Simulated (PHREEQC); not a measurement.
Solution (12 °C): 0.0033 mol MnSO4 per kg of water. Closed to the air; pH follows from the charge balance.

Equilibrium calculation in PHREEQC: ion-association model, phreeqc.dat.

| quantity | before | after |
|---|---|---|
| pH | 6.88 | 3.25 |
| ionic strength (mol/kgw) | 0.0113 | 0.0124 |
| Mn+2 (mol/kgw) | 0.00282 | 0.00284 |
| SO4-2 (mol/kgw) | 0.00282 | 0.00273 |
| MnOH+ (mol/kgw) | 1.35e-7 | 3.17e-11 |

Name the change that produced these shifts.
(A) diluted 5-fold with water
(B) MnSO4 from 0.0033 to 0.00066 mol/kgw
(C) MnSO4 from 0.0033 to 0.00033 mol/kgw
(D) 0.00024 mol/kgw Cu(BF4)2 added
(E) 0.00017 mol/kgw Na2CO3 added

D, 0.00024 mol/kgw Cu(BF4)2 added

No solid was allowed to form. Constants without temperature data keep their 25 °C values here. Real BF4- forms and hydrolyses slowly; the run takes it at equilibrium.
